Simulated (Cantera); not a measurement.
## Thermodynamics of boron, boron nitride and boron oxide, feed BCl₃ + NH₃ + H₂

Feed: 1 mol BCl₃, a varied amount of NH₃, 2.2 mol H₂, at 527 °C and 1900 Pa.

These are equilibrium values from Cantera (NASA tables, ideal gas, pure condensed phases), not measurements of a reactor. Candidate condensed phases: B, BN, NH₄Cl; 21 gas species. Gases not in the tables: BHCl₂. Equilibrium is a limit: real reactors are often held back by kinetics, nucleation or transport.

| n(NH₃) (mol) | x H₂ | x HCl | x N₂ | x BCl₃ | x NH₃ | n BN(s) |
|---|---|---|---|---|---|---|
| 0.74 | 0.470 | 0.474 | <1e-12 | 0.0556 | 2.85e-12 | 0.740 |
| 0.87 | 0.445 | 0.528 | <1e-12 | 0.0263 | 8.31e-12 | 0.870 |
| 1 | 0.423 | 0.577 | 4.35e-6 | 8.73e-6 | 3.26e-8 | 1.000 |
| 1.2 | 0.446 | 0.536 | 0.0179 | 1.01e-7 | 2.26e-6 | 1.000 |
| 1.4 | 0.467 | 0.500 | 0.0333 | 5.61e-8 | 3.31e-6 | 1.00 |
| 1.7 | 0.492 | 0.455 | 0.0530 | 3.08e-8 | 4.52e-6 | 1.00 |
| 1.9 | 0.507 | 0.429 | 0.0643 | 2.24e-8 | 5.20e-6 | 1.00 |
| 2.3 | 0.532 | 0.385 | 0.0833 | 1.33e-8 | 6.36e-6 | 1.00 |
| 2.7 | 0.552 | 0.349 | 0.0988 | 8.59e-9 | 7.33e-6 | 1.00 |
| 3.2 | 0.573 | 0.313 | 0.115 | 5.43e-9 | 8.34e-6 | 1.00 |
| 3.7 | 0.590 | 0.283 | 0.127 | 3.66e-9 | 9.18e-6 | 1.00 |
| 4.4 | 0.608 | 0.250 | 0.142 | 2.28e-9 | 1.01e-5 | 1.00 |
| 5.1 | 0.623 | 0.224 | 0.153 | 1.52e-9 | 1.09e-5 | 1.00 |
x: gas mole fraction; n: condensed amount in mol.

From 0.74 mol NH₃ to 5.1 mol NH₃ the condensed part is BN(s).
